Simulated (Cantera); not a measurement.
A Cantera script and what it prints.

```python
import numpy as np
import cantera as ct

gas_names = """
    Cu CuF CuF2 Cu2 F F2 H HF H2 H2F2 H3F3 H4F4 H5F5 H6F6 H7F7
""".split()
cond_names = """
    Cu(cr) Cu(L) CuF2(s) CuF2(L)
""".split()


# ... load() reads the species with a 1 bar reference pressure and builds the phases ...
atoms = {
    'Cu': {'Cu': 1},
    'HF': {'H': 1, 'F': 1},
    'H2': {'H': 2},
}
top_T = {}  # K; cautious upper limits of use, not melting points


# ... equilibrate(T, P, feed) seeds the gas with the atoms and calls Mixture.equilibrate('TP', solver="vcs", rtol=1e-11, max_steps=5000) ...
results = []
feed = {'Cu': 1, 'HF': 3.1, 'H2': 0.45}  # mol
T = 1548  # K
P = 13332.2  # Pa
mix = equilibrate(T, P, feed)
results.append((T, P, feed, dict(zip(mix.species_names, mix.species_moles))))
x = sorted(zip(gas.X, gas.species_names), reverse=True)
print(f"T = {T:g} K  P = {P:g} Pa  gas = {mix.phase_moles(0):.4g} mol")
print("   x: " + "  ".join(f"{s} {v:.3e}" for v, s in x if v > 0.001))
print("   condensed (mol): " + ("  ".join(f"{mix.phase(i).name} {mix.phase_moles(i):.4g}"
      for i in range(1, mix.n_phases) if mix.phase_moles(i) > 1e-12) or "none"))
```

Result:

```
T = 1548 K  P = 13332.2 Pa  gas = 3.551 mol
   x: HF 8.729e-01  H2 1.268e-01
   condensed (mol): Cu(L) 0.999
```

Equilibrium computed with Cantera from the NASA thermochemical tables; the gas is ideal and each condensed phase is pure.
